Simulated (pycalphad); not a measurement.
Source of the numbers: pycalphad with the COST 507 light-alloy database (1999); pressure 1 atm. The data set is of 1999 and partly superseded. Amounts are mole fractions of atoms. Diffusion is slow at the low end, where real alloys seldom reach equilibrium.

Give the equilibrium state of V-70.6Si (at.%) at 1750 K.


```
T = 1750.00 K, P = 101325 Pa, N = 1 mol of atoms
G = -111260 J/mol, H = 11030 J/mol, S = 69.88 J/(mol K)  (SER reference)
chemical potentials (J/mol): V -199201, Si -74639
phase             fraction       x(V)      x(Si)
SI2V                0.8567     0.3333     0.6667
LIQUID              0.1433     0.0589     0.9411
```

Give the equilibrium state of V-70.6Si (at.%) at 550 K.

SI2V, fraction 0.882, with 66.7 Si at.%; diamond (Si), fraction 0.118, with 100 Si at.%.

Database names, with the compositions (at.%) that they take in these runs: SI2V: Si 67 V 33.
